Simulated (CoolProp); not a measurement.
Vapour-liquid equilibrium of dimethyl ether (1) + methanol (2) at 363.2 K; x and y are mole fractions of (1).

The numbers come from the multi-fluid Helmholtz-energy mixture model, Wu 2011 and de Reuck 1993; pair parameters Bell 2016 in CoolProp.

```tsv
x	bubble pressure (bar)	y at the bubble point	dew pressure at overall composition x (bar)	liquid density (mol/L)
0.05	4.597	0.448	2.699	21.86
0.2	9.836	___	3.202	___
0.35	13.81	0.835	3.924	18.22
0.5	___	0.876	5.059	16.58
0.65	___	0.907	7.103	15.02
0.8	22.42	0.940	11.78	13.52
0.95	25.86	0.982	23.30	___
```

Problem. What belongs in the gaps?

Solution. 
- 0.2, y at the bubble point: 0.754
- 0.2, liquid density (mol/L): 19.97
- 0.5, bubble pressure (bar): 16.89
- 0.65, bubble pressure (bar): 19.59
- 0.95, liquid density (mol/L): 12.02

No azeotrope shows between x = 0.05 and 0.95.

Pair parameters are fitted to limited data, so mixtures are less certain than the pure fluids. The gap from Raoult's law changes sign with composition, which may be real or a fault of the pair parameters; it wasn't checked against measurements.
